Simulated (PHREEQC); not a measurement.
# Alkaline etch or developer (model solution)

A solution holds 0.01 mol NaOH, 0.00023 mol K2SiO3 and 5e-05 mol K2CO3 per kg of water, at 5 °C. Closed to the air; pH follows from the charge balance.

Model: ion-association model, wateq4f.dat, run in PHREEQC.

Precipitation was switched off in this run.

What pH does the model give?

pH 12.70.

In which forms is C present?

CO3-2 95 %, NaCO3- 4.0 %, HCO3- 0.5 % of the C.

At this temperature some constants are extrapolated from 25 °C, and those without enthalpy data are left unchanged.
